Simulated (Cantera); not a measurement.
A perfectly stirred reactor is fed with CO : H2 : CH4 : O2 : N2 = 1 : 1.2 : 0.062 : 2.35 : 8.85 (molar parts), equivalence ratio 0.52, at 1.00 atm; it is adiabatic with a 675 K inlet, and is followed from long to short residence time, starting on the burning branch (τ in s: 0.031, 0.015, 0.0073, 0.0035, 0.0017, 0.00082, 0.0004, 0.00019, 9.2e-05, 4.4e-05, 2.1e-05, 1e-05).

Model: GRI-Mech 3.0 (53 species, 325 reactions), integrated in Cantera.

### Question
What does this change do: H2 1.2 to 0.74 parts?

### Answer
```
quantity                                                                      before                               after
------------------------------------------------  ----------------------------------  ----------------------------------
blow-out, bracketed by the residence times tried  burning at 44.0 µs, out at 21.0 µs  burning at 92.0 µs, out at 44.0 µs
x(CO) at τ = 31.0 ms                                                         0.00168                             0.00132
x(H2) at τ = 31.0 ms                                                        0.000403                            0.000202
x(CH4) at τ = 31.0 ms                                                        7.33e-7                             1.35e-6
x(C2H) at τ = 31.0 ms                                                         <1e-12                              <1e-12
x(HO2) at τ = 31.0 ms                                                        2.39e-6                             2.78e-6
x(CO) at τ = 0.400 ms                                                         0.0167                              0.0180
x(H2) at τ = 0.400 ms                                                        0.00421                             0.00238
x(CH4) at τ = 0.400 ms                                                       1.43e-5                             2.74e-5
x(C2H) at τ = 0.400 ms                                                        <1e-12                              <1e-12
x(HO2) at τ = 0.400 ms                                                       2.05e-5                             2.67e-5
```

### Question
What does this change do: CO 1 to 0.68 parts?

### Answer
| quantity | before | after |
|---|---|---|
| blow-out, bracketed by the residence times tried | burning at 44.0 µs, out at 21.0 µs | burning at 44.0 µs, out at 21.0 µs |
| x(CO) at τ = 31.0 ms | 0.00168 | 0.000825 |
| x(H2) at τ = 31.0 ms | 0.000403 | 0.000276 |
| x(CH4) at τ = 31.0 ms | 7.33e-7 | 1.17e-6 |
| x(C2H) at τ = 31.0 ms | <1e-12 | <1e-12 |
| x(HO2) at τ = 31.0 ms | 2.39e-6 | 2.63e-6 |
| x(CO) at τ = 0.400 ms | 0.0167 | 0.0110 |
| x(H2) at τ = 0.400 ms | 0.00421 | 0.00351 |
| x(CH4) at τ = 0.400 ms | 1.43e-5 | 2.09e-5 |
| x(C2H) at τ = 0.400 ms | <1e-12 | <1e-12 |
| x(HO2) at τ = 0.400 ms | 2.05e-5 | 2.56e-5 |
